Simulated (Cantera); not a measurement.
Equilibrium for silicon etching in halogen gases: Si + HBr + N2

A closed system holds: 1 mol Si, 1.1 mol HBr, a varied amount of N2, equilibrated at 1398 K and 0.100 bar.

Method: chemical equilibrium by Gibbs-energy minimisation in Cantera with the NASA 1993 tables (ideal gas, pure condensed phases). Candidate condensed phases: Br2, Si, Si3N4; 28 gas species. N2 is the only nitrogen source here; it is nearly inert below about 1500 K, so the nitride shown seldom forms there in practice. The tables' values for SiBr3 are old estimates; treat these amounts as uncertain. Rates play no part.

From 0.99 mol N2 to 13 mol N2 the condensed part is Si3N4(s). The main Si-bearing gas is SiBr4 throughout. The share of Si in condensed phases is highest at 13 mol N2 (93.8 %) and lowest at 0.99 mol N2 (89.0 %).

```csv
n(N2) (mol),x N2,x HBr,x H2,x SiBr4,x SiBr2,n Si3N4(s)
0.99,0.281,0.495,0.142,0.0595,0.0127,0.297
3,0.696,0.234,0.0435,0.0172,0.00504,0.306
4.9,0.803,0.156,0.0251,0.00933,0.00354,0.308
6.9,0.856,0.116,0.0169,0.00597,0.00277,0.310
8.9,0.886,0.0924,0.0126,0.00423,0.00231,0.311
11,0.906,0.0763,0.00990,0.00315,0.00198,0.312
13,0.920,0.0654,0.00816,0.00249,0.00175,0.313
```
x: gas mole fraction; n: condensed amount in mol.
